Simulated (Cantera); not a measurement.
A perfectly stirred reactor is fed with 4.14 % CH4, 20.2 % O2, 75.7 % N2, at 0.987 atm; it is adiabatic with a 400 K inlet, and is followed from long to short residence time, starting on the burning branch (τ in s: 0.087, 0.036, 0.015, 0.006, 0.0025, 0.001, 0.00041, 0.00017, 6.9e-05).

Model: GRI-Mech 3.0 (53 species, 325 reactions), integrated in Cantera.

x: mole fraction; the columns are a selection and need not sum to one.

```tsv
τ (s)	T (K)	x CH4	x O2	x O	x CO	x NO2	x C2H
0.087	1377	5.85e-5	0.119	4.92e-5	(withheld)	1.14e-8	<1e-12
0.036	1371	0.000108	0.120	8.38e-5	(withheld)	7.20e-9	<1e-12
0.015	1359	0.000209	0.120	0.000135	(withheld)	4.12e-9	<1e-12
0.0060	1327	0.000508	0.122	0.000181	(withheld)	2.09e-9	1.22e-12
0.0025	400	0.0414	0.202	<1e-12	<1e-12	<1e-12	<1e-12
0.0010	400	0.0414	0.202	<1e-12	<1e-12	<1e-12	<1e-12
0.00041	400	0.0414	0.202	<1e-12	<1e-12	<1e-12	<1e-12
0.00017	400	0.0414	0.202	<1e-12	<1e-12	<1e-12	<1e-12
6.9e-5	400	0.0414	0.202	<1e-12	<1e-12	<1e-12	<1e-12
```

Problem. Complete the blanks.

Solution. 
- 0.087, x CO: 0.000593
- 0.036, x CO: 0.00114
- 0.015, x CO: 0.00225
- 0.0060, x CO: 0.00516
